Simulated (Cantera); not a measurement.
# B2H6 + H2O + N2 (boron, boron nitride and boron oxide)

A closed system holds: 1 mol B2H6, 8.4 mol H2O, 0.19 mol N2, held at 1700 Pa.

These are equilibrium values from Cantera (NASA tables, ideal gas, pure condensed phases), not measurements of a reactor. Candidate condensed phases: B, BN, B2O3, B3O3H3, H2O; 39 gas species. The feed counts by its element totals alone. Gases not in the tables: H3BO3. Equilibrium is a limit: real reactors are often held back by kinetics, nucleation or transport.

```csv
T (K),x H2,x H2O,x HBO2,x N2,x B2O3,x H,n B2O3(l)
1375,0.508,0.439,0.0366,0.0161,7.74e-5,1.87e-5,0.779
1425,0.502,0.422,0.0599,0.0159,0.000253,3.71e-5,0.635
1475,0.493,0.397,0.0935,0.0156,0.000758,6.98e-5,0.419
1525,0.480,0.363,0.139,0.0152,0.00211,0.000126,0.101
1575,0.476,0.353,0.153,0.0151,0.00297,0.000220,0
1625,0.476,0.353,0.152,0.0151,0.00331,0.000373,0
1675,0.476,0.353,0.151,0.0151,0.00367,0.000614,0
```
x: gas mole fraction; n: condensed amount in mol.

From 1375 K to 1525 K the condensed part is B2O3(l). From 1575 K to 1675 K nothing is condensed.
